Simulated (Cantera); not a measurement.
What does this Cantera script print?

```python
import numpy as np
import cantera as ct

gas = ct.Solution("h2o2.yaml")
gas.TPX = 550, 99000, {'H2': 1, 'O2': 0.581, 'N2': 2.67}
flame = ct.FreeFlame(gas, width=0.04)
flame.set_refine_criteria(ratio=3, slope=0.08, curve=0.16)
flame.transport_model = "unity-Lewis-number"
flame.solve(loglevel=0, auto=True)
z, T = flame.grid, flame.T
thick = (T[-1] - T[0]) / np.gradient(T, z).max()
show = ['H2', 'O2', 'HO2', 'H2O', 'OH', 'O']
print(f"laminar burning velocity  {flame.velocity[0] * 100:.3f} cm/s")
print(f"burnt temperature         {T[-1]:.1f} K")
print(f"thermal thickness         {thick * 1e3:.4f} mm")
print(f"grid points               {len(z)}")
z0 = z[flame.heat_release_rate.argmax()]
print(f"{'z/mm':>9s}{'T/K':>9s}{'u/(m/s)':>9s}" + "".join(f"{s:>11s}" for s in show))
rows = []
for k in (-3, -2, -1.5, -1, -0.5, -0.25, 0, 0.25, 0.5, 1, 2, 4, 8):
    zz = z0 + k * thick
    rows.append([k * thick, np.interp(zz, z, T), np.interp(zz, z, flame.velocity),
                 *(np.interp(zz, z, flame.X[gas.species_index(s)]) for s in show)])
    print(f"{rows[-1][0] * 1e3:9.3f}{rows[-1][1]:9.1f}{rows[-1][2]:9.3f}" + "".join(f"{x:11.3e}" for x in rows[-1][3:]))
```

Output:

```
laminar burning velocity  316.065 cm/s
burnt temperature         2251.1 K
thermal thickness         0.3588 mm
grid points               112
     z/mm      T/K  u/(m/s)         H2         O2        HO2        H2O         OH          O
   -1.076    550.0    3.161  2.352e-01  1.367e-01  2.472e-09  7.734e-08  5.796e-14  2.303e-12
   -0.718    550.0    3.161  2.352e-01  1.367e-01  5.968e-08  1.878e-06  5.790e-12  2.293e-10
   -0.538    550.1    3.161  2.352e-01  1.367e-01  4.542e-07  1.442e-05  9.781e-11  3.790e-09
   -0.359    551.6    3.170  2.351e-01  1.366e-01  6.218e-06  2.014e-04  4.106e-09  1.202e-07
   -0.179    605.9    3.469  2.290e-01  1.335e-01  1.640e-04  6.978e-03  1.984e-05  1.696e-05
   -0.090    852.6    4.807  1.953e-01  1.175e-01  1.659e-04  4.231e-02  5.134e-04  4.524e-04
    0.000   1258.3    6.911  1.026e-01  7.518e-02  6.798e-05  1.270e-01  3.512e-03  4.996e-03
    0.090   1517.8    8.185  4.178e-02  4.420e-02  3.264e-05  1.836e-01  8.676e-03  1.054e-02
    0.179   1652.1    8.817  3.060e-02  3.630e-02  2.290e-05  1.996e-01  1.112e-02  1.099e-02
    0.359   1796.9    9.480  2.652e-02  3.233e-02  1.647e-05  2.114e-01  1.264e-02  8.990e-03
    0.718   1937.0   10.105  2.177e-02  2.898e-02  1.127e-05  2.237e-01  1.299e-02  6.385e-03
    1.435   2056.8   10.627  1.602e-02  2.600e-02  7.194e-06  2.359e-01  1.206e-02  4.047e-03
    2.871   2148.7   11.021  1.037e-02  2.367e-02  4.384e-06  2.465e-01  1.015e-02  2.301e-03
```

Computed with Cantera and the H2/O2 subset of GRI-Mech 3.0, which has no nitrogen chemistry. Unity Lewis numbers drop preferential diffusion, which matters most where H2 and H carry the flame. Burning velocities carry a grid error of a few per cent, more on coarse grids.
